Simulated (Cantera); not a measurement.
What does this Cantera script print?

```python
import numpy as np
import cantera as ct

gas_names = [...]  # 109 gases of nasa_gas.yaml made of C, Cl, H, Si
cond_names = """
    C(gr) C6H6(L) C7H8(L) C8H18(L),n-octa Si(cr) Si(L) SiC(b)
""".split()


# ... load() reads the species with a 1 bar reference pressure and builds the phases ...
atoms = {
    '(CH3)2SiCl2': {'C': 2, 'H': 6, 'Si': 1, 'CL': 2},
    'CH4': {'C': 1, 'H': 4},
    'H2': {'H': 2},
}
top_T = {'C(gr)': 4500, 'SiC(b)': 3050}  # K; cautious upper limits of use, not melting points


# ... equilibrate(T, P, feed) seeds the gas with the atoms and calls Mixture.equilibrate('TP', solver="vcs", rtol=1e-11, max_steps=5000) ...
results = []
feed = {'(CH3)2SiCl2': 1, 'CH4': 0.019, 'H2': 640}  # mol
P = 10000  # Pa
for T in [1823, 1873, 1923, 1973, 2023, 2073, 2123, 2173, 2223, 2273, 2323, 2373]:
    mix = equilibrate(T, P, feed)
    results.append((T, P, feed, dict(zip(mix.species_names, mix.species_moles))))

top = {s: max(r[3][s] / sum(r[3][g] for g in gas_names) for r in results) for s in gas_names}
cols = sorted((s for s in top if top[s] > 0.0001), key=lambda s: -top[s])[:6]
seen = [c for c in cond_names if any(r[3].get(c, 0) > 1e-12 for r in results)]
print("log10 of partial pressures in bar; condensed amounts in mol")
print(f"{'T/K':>10s}" + "".join(f"{s[:9]:>10s}" for s in cols + seen))
for T, P, feed, n in results:
    ng = sum(n[g] for g in gas_names)
    print(f"{T:10.4g}" + "".join(f"{np.log10(max(n[s] / ng * P / 1e5, 1e-99)):10.3f}" for s in cols)
          + "".join(f"{n.get(c, 0):10.4g}" for c in seen))
```

Result:

```
log10 of partial pressures in bar; condensed amounts in mol
       T/K        H2         H       HCL C2H2,acet        Si       SiH     C(gr)    SiC(b)
      1823    -1.002    -3.864    -3.509    -4.677    -6.928    -7.400    0.7026    0.9978
      1873    -1.002    -3.691    -3.509    -4.508    -6.534    -7.065    0.5818    0.9957
      1923    -1.003    -3.527    -3.510    -4.348    -6.160    -6.749    0.4124    0.9915
      1973    -1.004    -3.372    -3.511    -4.197    -5.806    -6.448    0.1823    0.9828
      2023    -1.004    -3.224    -3.512    -4.101    -5.446    -6.140         0    0.9634
      2073    -1.005    -3.083    -3.513    -4.081    -5.067    -5.810         0    0.9172
      2123    -1.007    -2.949    -3.515    -4.047    -4.715    -5.505         0    0.8201
      2173    -1.009    -2.821    -3.518    -3.988    -4.393    -5.228         0    0.6293
      2223    -1.011    -2.699    -3.521    -3.900    -4.101    -4.980         0    0.2792
      2273    -1.014    -2.583    -3.525    -3.841    -3.946    -4.867         0         0
      2323    -1.018    -2.472    -3.528    -3.839    -3.924    -4.885         0         0
      2373    -1.022    -2.366    -3.533    -3.839    -3.909    -4.909         0         0
```

Equilibrium computed with Cantera from the NASA thermochemical tables; the gas is ideal and each condensed phase is pure. The feed counts by its element totals alone. The tables' values for SiCl are old estimates; treat these amounts as uncertain. Gases not in the tables: Si2H6 and higher silanes.
